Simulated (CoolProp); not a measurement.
Properties of sulfur dioxide along the isotherm 357.2 K.

Model: reference Helmholtz-energy equation of state, Gao 2016, in CoolProp.

```
p (bar)   phase  density (kg/m³)  cv (kJ/(kg K))  isothermal compressibility (1/MPa)
-------  ------  ---------------  --------------  ----------------------------------
0.623       gas            1.351          0.5293                               16.14
0.941       gas            2.046          0.5310                               10.71
1.42        gas            3.101          0.5337                               7.130
2.14        gas            4.703          0.5378                               4.762
3.23        gas            7.168          0.5441                               3.187
4.87        gas            10.97          0.5539                               2.149
7.35        gas            16.97               …                               1.463
11.1        gas            26.70          0.5958                               1.016
16.7        gas                …               …                              0.7416
25.2     liquid             1180               …                            0.004432
38.1     liquid             1187          0.8037                            0.004158
57.4     liquid             1196          0.7997                            0.003814
86.6     liquid             1209          0.7948                            0.003402
131      liquid                …          0.7892                            0.002939
197      liquid             1248          0.7837                            0.002465
```

Q: What belongs in the gaps?

A: 
- 7.35, cv (kJ/(kg K)): 0.5697
- 16.7, density (kg/m³): 43.15
- 16.7, cv (kJ/(kg K)): 0.6416
- 25.2, cv (kJ/(kg K)): 0.8068
- 131, density (kg/m³): 1226
